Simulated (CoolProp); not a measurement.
The fluid at 405.41 K and 9.18 MPa is throttled through a valve to 4.19 MPa with no heat exchange. The same conditions are run with several fluids, on thermodynamics alone (safety and materials aside).

Model: reference Helmholtz-energy equation of state of each fluid (R143a: Lemmon and Jacobsen 2000; propylene: Lemmon 2013; R22: Kamei 1995; ethylene: Smukala 2000; R407C: Lemmon 2003), in CoolProp. Blends and air are pseudo-pure fits.

```
fluid      temperature change (K)                       final phase  final density (kg/m³)
---------  ----------------------  --------------------------------  ---------------------
R143a                       -36.6                     supercritical                    198
propylene                   -44.1                               gas                    123
R22                         -45.3  two-phase, vapour fraction 0.890                    268
ethylene                    -23.5                               gas                   41.5
R407C                       -41.6                               gas                    213
```
